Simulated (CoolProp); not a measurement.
Saturation properties of n-perfluorobutane (Tc = 386.3 K, pc = 2.322 MPa, ω = 0.372).

Model: reference Helmholtz-energy equation of state, Gao 2022, in CoolProp.

```
T (K)    p (MPa)  liquid density (kg/m³)  enthalpy of vaporisation (kJ/kg)
-----  ---------  ----------------------  --------------------------------
182.2  0.0002746                    1904                             125.6
189    0.0005554                    1880                             123.4
195.8   0.001057                    1856                             121.1
202.6   0.001908                    1832                             119.0
209.4   0.003282                    1809                             116.8
216.2   0.005412                    1785                             114.7
223     0.008590                    1762                             112.6
229.9    0.01326                    1738                             110.5
236.7    0.01971                    1715                             108.4
243.5    0.02852                    1692                             106.3
250.3    0.04024                    1669                             104.2
257.1    0.05552                    1645                             102.1
263.9    0.07506                    1622                             99.94
```

It boils at 271.1 K under 1 atm.
